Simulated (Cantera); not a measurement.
Feed: 1 mol Al, 0.92 mol HCl, 89 mol H2, at 1348.15 K and 0.133 bar.

Equilibrium computed with Cantera from the NASA thermochemical tables; the gas is ideal and each condensed phase is pure. Candidate condensed phases: Al, AlCl3; 12 gas species. The tables' values for AlCl2 are old estimates; treat these amounts as uncertain. Equilibrium is a limit: real reactors are often held back by kinetics, nucleation or transport.

Base state: H2 0.990, AlCl 0.0101, HCl 3.09e-5, AlCl2 2.27e-5 (mole fractions); condensed: Al(l).

What changes in the equilibrium state with this change: temperature from 1348.15 K to 1023 K?


```
species      before     after
----------  -------  --------
H2            0.990     0.994
AlCl         0.0101   0.00370
AlCl3       7.48e-7   0.00200
AlCl2       2.27e-5  0.000256
HCl         3.09e-5   2.18e-5
Al(l), mol   0.0840     0.464
```
